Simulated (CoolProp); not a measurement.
A Linde-Hampson liquefier for dry air: isothermal reversible compression at 200 K from 1 atm to 20 MPa, throttling to 1 atm, return gas leaving the recuperator 5 K below the feed. Each further row changes one setting.

Computed with CoolProp (reference Helmholtz-energy equation of state, Lemmon 2000). It is a pseudo-pure fit of the blend.

| case | liquid yield per pass | compression work (kJ/kg of gas) |
|---|---|---|
| as stated | [?] | 284 |
| high pressure 40 MPa | [?] | 323 |
| warm-end temperature 230 K | 0.162 | [?] |
| warm-end gap 10 K | [?] | 284 |

Question: What belongs in the gaps?

Answer: 
- as stated, liquid yield per pass: 0.240
- high pressure 40 MPa, liquid yield per pass: 0.269
- warm-end temperature 230 K, compression work (kJ/kg of gas): 337
- warm-end gap 10 K, liquid yield per pass: 0.228
